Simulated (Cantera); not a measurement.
Thermodynamics of abatement and gas-phase synthesis, feed CS₂ + H₂

Feed: 1 mol CS₂, 5.1 mol H₂.

These are equilibrium values from Cantera (NASA tables, ideal gas, pure condensed phases), not measurements of a reactor. Candidate condensed phases: C, C₆H₆, C₇H₈, C₈H₁₈, S; 83 gas species. The ideal-gas law is rough above about 30 bar. The numbers say what is thermodynamically allowed, not how fast it happens.

**Question.** Map the stable condensed phases over T = 1400, 1550, 1700, 1850, 2000, 2150, 2300, 2450, 2600, 2750, 2900 K and P in Pa = 10, 84, 710, 6000, 50000, 420000, 3600000, 30000000.

**Answer.** 
```
T in K \ P in Pa
               10       84      710     6000    50000   420000  3600000 30000000
   2900         A        A        A        A        A        A        A        B
   2750         A        A        A        A        A        A        A        B
   2600         A        A        A        A        A        A        B        B
   2450         A        A        A        A        A        B        B        B
   2300         A        A        A        A        A        B        B        B
   2150         A        A        A        A        B        B        B        B
   2000         A        A        A        B        B        B        B        B
   1850         A        A        A        B        B        B        B        B
   1700         A        A        B        B        B        B        B        B
   1550         B        B        B        B        B        B        B        B
   1400         B        B        B        B        B        B        B        B
```
A: gas only; B: C.
